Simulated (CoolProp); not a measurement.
Vapour-liquid equilibrium of diethyl ether (1) + n-hexane (2) at 409.2 K; x and y are mole fractions of (1).

The numbers come from the multi-fluid Helmholtz-energy mixture model, Thol 2014 and Thol 2019; pair parameters Bell 2016 in CoolProp.

```tsv
x	bubble pressure, mixture model (kPa)	bubble pressure, Raoult's law (kPa)	y, mixture model	y, Raoult's law
0.05	615.3	608.8	0.109	0.113
0.125	682.5	669.8	0.242	0.258
0.2	746.4	730.9	0.350	0.378
0.275	807.7	791.9	0.442	0.480
0.35	867.4	852.9	0.521	0.567
0.425	926.0	913.9	0.592	0.643
0.5	984.0	975.0	0.657	0.709
0.575	1042	1036	0.717	0.767
0.65	1100	1097	0.773	0.819
0.725	1159	1158	0.826	0.865
0.8	1218	1219	0.876	0.907
0.875	1278	1280	0.924	0.945
0.95	1340	1341	0.970	0.979
```

The largest gap from Raoult's law is +2.1 % in bubble pressure, at x = 0.2. No azeotrope shows between x = 0.05 and 0.95.

Pair parameters are fitted to limited data, so mixtures are less certain than the pure fluids.
